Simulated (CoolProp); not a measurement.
Saturated liquid density (kg/m³) of n-pentane: the reference equation beside estimates from Tc = 196.5 °C, pc = 3368 kPa, ω = 0.251.

Model: reference Helmholtz-energy equation of state, Thol 2019, in CoolProp.

| T (°C) | reference | van der Waals | Peng-Robinson |
|---|---|---|---|
| -41.85 | 684.3 | 409.6 | 697.7 |
| -33.85 | 677.1 | 405.7 | 691.8 |
| -25.85 | 669.7 | 401.7 | 685.6 |
| -17.95 | 662.4 | 397.7 | 679.3 |
| -9.95 | 654.9 | 393.6 | 672.7 |
| -2.05 | 647.5 | 389.4 | 665.9 |
| 5.95 | 639.8 | 385.0 | 658.7 |
| 13.85 | 632.2 | 380.6 | 651.3 |
| 21.85 | 624.3 | 376.0 | 643.4 |
| 29.75 | 616.4 | 371.3 | 635.4 |

Absolute difference from the reference over all 10 rows, mean and median: van der Waals 39.9 and 39.9 %, Peng-Robinson 2.7 and 2.8 %.
